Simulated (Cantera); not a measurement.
# Thermodynamics of silicon epitaxy and polysilicon growth, feed SiH2Cl2 + Cl2 + H2

A closed system holds: 1 mol SiH2Cl2, 0.64 mol Cl2, 77 mol H2, held at 1.00 bar.

Method: chemical equilibrium by Gibbs-energy minimisation in Cantera with the NASA 1993 tables (ideal gas, pure condensed phases). Candidate condensed phases: Si; 19 gas species. The tables' values for SiCl3 are old estimates; treat these amounts as uncertain. Kinetics and transport are ignored.

From 900 K to 1550 K the condensed part is Si(s). The main Si-bearing gas is SiHCl3 at 900 K and SiCl2 at 1550 K. The share of Si in condensed phases is highest at 1550 K (67.0 %) and lowest at 900 K (7.0 %).

```tsv
T (K)	log p H2	log p HCl	log p SiHCl3	log p SiCl4	log p SiCl2	n Si(s)
900	-0.01	-2.66	-2.21	-2.32	-5.18	0.0699
950	-0.01	-2.45	-2.23	-2.33	-4.70	0.101
1000	-0.01	-2.26	-2.26	-2.36	-4.28	0.144
1050	-0.01	-2.10	-2.29	-2.40	-3.91	0.199
1100	-0.01	-1.95	-2.34	-2.45	-3.59	0.266
1150	-0.01	-1.83	-2.41	-2.54	-3.30	0.343
1200	-0.01	-1.72	-2.50	-2.65	-3.07	0.423
1250	-0.01	-1.64	-2.63	-2.81	-2.87	0.499
1300	-0.01	-1.58	-2.78	-3.01	-2.72	0.564
1350	-0.01	-1.54	-2.97	-3.26	-2.62	0.612
1400	-0.02	-1.51	-3.19	-3.53	-2.54	0.643
1450	-0.02	-1.50	-3.41	-3.83	-2.49	0.660
1500	-0.02	-1.49	-3.64	-4.13	-2.46	0.668
1550	-0.02	-1.49	-3.87	-4.43	-2.44	0.670
```
log p: log10 of the partial pressure in bar; n: condensed amount in mol.
